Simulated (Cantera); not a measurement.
A Cantera script and its output.

```python
import numpy as np
import cantera as ct

gas = ct.Solution("gri30.yaml")
gas.TPX = 1475, 41000, {'C2H6': 1, 'N2': 25}
reactor = ct.IdealGasConstPressureReactor(gas, energy="off", clone=False)
net = ct.ReactorNet([reactor])
net.rtol, net.atol = 1e-08, 1e-18
show = ['C2H6', 'CH4', 'C2H', 'HCN', 'C2H4']
times = np.geomspace(2e-06, 40, 10)

steps = ct.SolutionArray(gas, extra=["t"])
rows = []
print(f"{'t/s':>10s}{'T/K':>9s}{'P/Pa':>11s}" + "".join(f"{s:>11s}" for s in show))
for t in times:
    while net.time < t:
        t_next = net.step()
        steps.append(gas.state, t=t_next)
    rows.append([np.interp(t, steps.t, y) for y in (steps.T, steps.P, *steps(*show).X.T)])
    print(f"{t:10.3e}{rows[-1][0]:9.1f}{rows[-1][1]:11.4g}" + "".join(f"{x:11.3e}" for x in rows[-1][2:]))
rate = np.gradient(steps.T, steps.t)
print("integrator steps:", len(steps.t))
if steps.T.max() > steps.T[0] + 200:
    print(f"time of steepest temperature rise: {steps.t[rate.argmax()]:.4e} s")
gas.TPX = 1475, 41000, {'C2H6': 1, 'N2': 25}
gas.equilibrate("TP")
print(f"equilibrium (TP): T = {gas.T:.1f} K  " + "  ".join(f"{s} {gas[s].X[0]:.3e}" for s in show))
```

It prints:

```
       t/s      T/K       P/Pa       C2H6        CH4        C2H        HCN       C2H4
 2.000e-06   1475.0    4.1e+04  3.844e-02  3.039e-07  3.150e-22  1.296e-16  6.406e-08
 1.295e-05   1475.0    4.1e+04  3.830e-02  1.232e-05  2.158e-16  8.476e-13  1.270e-05
 8.385e-05   1475.0    4.1e+04  3.572e-02  3.966e-04  2.422e-10  1.918e-08  1.731e-03
 5.429e-04   1475.0    4.1e+04  1.605e-02  4.642e-03  8.717e-09  1.293e-07  1.667e-02
 3.515e-03   1475.0    4.1e+04  2.440e-04  9.521e-03  1.457e-08  1.877e-07  1.478e-02
 2.276e-02   1475.0    4.1e+04  3.812e-06  9.548e-03  3.319e-09  1.872e-07  6.054e-03
 1.474e-01   1475.0    4.1e+04  2.193e-06  9.393e-03  3.431e-09  1.864e-07  5.143e-04
 9.541e-01   1475.0    4.1e+04  1.876e-06  8.692e-03  3.512e-09  1.874e-07  2.901e-04
 6.178e+00   1475.0    4.1e+04  8.789e-07  5.779e-03  3.782e-09  1.935e-07  3.134e-04
 4.000e+01   1475.0    4.1e+04  1.509e-07  2.025e-03  4.249e-09  2.151e-07  3.504e-04
integrator steps: 1480
equilibrium (TP): T = 1475.0 K  C2H6 3.534e-08  CH4 8.979e-04  C2H 1.395e-09  HCN 4.785e-02  C2H4 1.175e-04
```

Cantera simulation using GRI-Mech 3.0 (53 species, 325 reactions); the numbers are that mechanism's predictions, not measurements. GRI-Mech 3.0 stops at C3 and has no aromatics, soot or wall deposition, so with more carbon than oxygen in the feed, carbon stays in small species such as C2H2 where larger ones or solid carbon would form.
